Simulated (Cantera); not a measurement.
Cantera run, input and output.

```python
import numpy as np
import cantera as ct

gas = ct.Solution("gri30.yaml", transport_model="mixture-averaged")
show = ['O', 'N2', 'H2']

rows = []
print(f"{'T/K':>7s}{'rho':>11s}{'cp':>10s}{'mu':>11s}{'lambda':>11s}{'Pr':>7s}" + "".join(f"{'D_' + s:>11s}" for s in show))
for T in [400, 650, 900, 1150, 1400, 1650, 1900, 2150, 2400]:
    gas.TPX = T, 2666, {'C3H8': 0.33, 'N2': 0.23}
    Pr = gas.cp_mass * gas.viscosity / gas.thermal_conductivity
    D = [gas.mix_diff_coeffs_mole[gas.species_index(s)] for s in show]
    rows.append([gas.density, gas.cp_mass, gas.viscosity, gas.thermal_conductivity, Pr, *D])
    print(f"{T:7g}{gas.density:11.4e}{gas.cp_mass:10.1f}{gas.viscosity:11.4e}"
          f"{gas.thermal_conductivity:11.4e}{Pr:7.3f}" + "".join(f"{d:11.4e}" for d in D))
print("SI units: kg/m3, J/kg/K, Pa s, W/m/K, m2/s")
```

It prints:

```
    T/K        rho        cp         mu     lambda     Pr        D_O       D_N2       D_H2
    400 3.0054e-02    1800.2 1.3788e-05 3.1535e-02  0.787 1.3837e-03 7.3583e-04 3.5038e-03
    650 1.8495e-02    2469.7 2.0419e-05 5.8690e-02  0.859 3.2091e-03 1.7307e-03 7.9844e-03
    900 1.3357e-02    2950.4 2.5971e-05 8.5083e-02  0.901 5.5697e-03 3.0211e-03 1.3764e-02
   1150 1.0453e-02    3274.6 3.0858e-05 1.0998e-01  0.919 8.4025e-03 4.5707e-03 2.0699e-02
   1400 8.5868e-03    3512.7 3.5291e-05 1.3334e-01  0.930 1.1667e-02 6.3563e-03 2.8693e-02
   1650 7.2858e-03    3699.2 3.9396e-05 1.5522e-01  0.939 1.5335e-02 8.3618e-03 3.7677e-02
   1900 6.3271e-03    3842.4 4.3252e-05 1.7575e-01  0.946 1.9383e-02 1.0575e-02 4.7596e-02
   2150 5.5914e-03    3949.8 4.6911e-05 1.9501e-01  0.950 2.3794e-02 1.2986e-02 5.8406e-02
   2400 5.0090e-03    4028.2 5.0413e-05 2.1313e-01  0.953 2.8553e-02 1.5588e-02 7.0071e-02
SI units: kg/m3, J/kg/K, Pa s, W/m/K, m2/s
```

Model: GRI-Mech 3.0 (53 species, 325 reactions), integrated in Cantera. The composition is frozen, though it would react at the higher temperatures.
